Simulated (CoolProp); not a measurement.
A single-stage vapour-compression cycle with R1336mzz(Z): evaporating at 314.15 K (dew point), condensing at 335.15 K (bubble point), superheat 2 K, subcooling 2 K, compressor efficiency 0.6, no pressure losses. Each further row changes one setting.

The numbers come from the reference Helmholtz-energy equation of state, McLinden 2020 in CoolProp.

```csv
case,cooling COP,pressure ratio,discharge temperature (K),refrigerating effect (kJ/kg),volumetric capacity (kJ/m³)
as stated,8.23,1.96,337.7,139,1220
evaporating temperature 319.15 K,11.2,1.65,337.4,142,1480
condensing temperature 330.15 K,…,…,332.8,145,1280
subcooling 7 K,8.61,1.96,337.7,145,1280
superheat 12 K,8.40,1.96,…,148,1250
compressor efficiency 0.5,6.86,1.96,341.1,139,1220
```

### Question
Complete the blanks.

### Answer

- condensing temperature 330.15 K, cooling COP: 11.1
- condensing temperature 330.15 K, pressure ratio: 1.68
- superheat 12 K, discharge temperature (K): 347.8
